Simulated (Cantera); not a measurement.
Input: 1 mol SiO₂, 0.13 mol MgO, 7.2 mol H₂, at 45.0 Pa.

Cantera equilibrium calculation (NASA polynomials, part measured and part estimated; ideal gas, pure solids and liquids). Candidate condensed phases: H₂O, Mg, MgO, Mg(OH)₂, MgSiO₃, Mg₂SiO₄, Si, SiO₂; 24 gas species. Mutual solubility and eutectic melting of coexisting phases are not modelled. The tables hold silica as quartz up to 1696 K and as liquid above; real silica turns to tridymite and cristobalite and melts near 1996 K. Condensed phases not in the tables: alloys, solid solutions and most ternary compounds. Rates play no part.

x: gas mole fraction; n: condensed amount in mol.

```csv
T (K),x H₂,x H₂O,x SiO,x H,x Mg,x OH,x MgH,n MgSiO₃(s),n SiO₂(β-quartz)
1173,1.000,…,4.28e-6,5.56e-6,2.78e-7,<1e-12,3.88e-11,0.130,0.870
1223,1.000,…,1.35e-5,1.42e-5,8.12e-7,1.83e-12,1.23e-10,0.130,0.870
1273,1.000,…,3.90e-5,3.36e-5,2.18e-6,1.59e-11,3.57e-10,0.130,0.870
1323,1.000,…,0.000103,7.47e-5,5.38e-6,1.18e-10,9.50e-10,0.130,0.869
1373,0.999,…,0.000255,0.000157,1.24e-5,7.49e-10,2.35e-9,0.130,0.868
1423,0.998,…,0.000588,0.000313,2.71e-5,4.19e-9,5.44e-9,0.130,0.866
1473,0.997,…,0.00128,0.000595,5.60e-5,2.08e-8,1.19e-8,0.130,0.861
1523,0.993,…,0.00264,0.00109,0.000110,9.28e-8,2.47e-8,0.129,0.852
1573,0.987,…,0.00520,0.00190,0.000207,3.76e-7,4.86e-8,0.129,0.834
```

### Question
What belongs in the gaps?

### Answer

- 1173, x H₂O: 4.56e-6
- 1223, x H₂O: 1.43e-5
- 1273, x H₂O: 4.11e-5
- 1323, x H₂O: 0.000109
- 1373, x H₂O: 0.000267
- 1423, x H₂O: 0.000616
- 1473, x H₂O: 0.00134
- 1523, x H₂O: 0.00275
- 1573, x H₂O: 0.00540
